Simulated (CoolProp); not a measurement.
C3F8 (R218) at 253.75 K and 0.168 MPa is throttled through a valve to 0.0293 MPa with no heat exchange. Each further row changes one setting.

Values from CoolProp's reference Helmholtz-energy equation of state, Lemmon 2006. It is a short technical equation, of lower accuracy than the large ones.

```
case                         temperature change (K)  final density (kg/m³)
---------------------------  ----------------------  ---------------------
as stated                                      -3.4                   2.68
outlet pressure 0.00879 MPa                    -3.9                  0.798
outlet pressure 0.0381 MPa                     -3.2                   3.49
```
